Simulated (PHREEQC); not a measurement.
H3PO4 is added in steps, without added water, to 1 kg of water holding 0.042 mol NaH2PO4 and 0.0091 mol NaF, at 25 °C. Oxygen alone is held at its pressure in air (log pO2 = -0.68). The system is closed to CO2. Precipitation was switched off in this run.

Base run: PHREEQC, ion-association model, phreeqc.dat. Each further column changes one thing. The table gives HF (mol/kgw).

```tsv
H3PO4 added (mol)	base	database wateq4f.dat	Davies equation for every ion	all activity coefficients set to 1	metal-ligand complexes left out
0	0.000177	0.000177	0.000179	0.000153	0.000176
0.004	0.00218	0.00217	0.00219	0.00224	0.00220
0.009333	0.00418	0.00412	0.00419	0.00428	0.00420
0.01333	0.00516	0.00507	0.00518	0.00528	0.00519
0.01867	0.00603	0.00590	0.00605	0.00615	0.00606
0.02267	0.00648	0.00632	0.00649	0.00660	0.00651
0.028	0.00691	0.00672	0.00692	0.00702	0.00693
0.032	0.00715	0.00694	0.00716	0.00726	0.00717
```

 H3PO4, which wateq4f.dat lacks, is added to it with the constant of phreeqc.dat. phreeqc.dat and wateq4f.dat share most of their constants, so their agreement is no independent check.
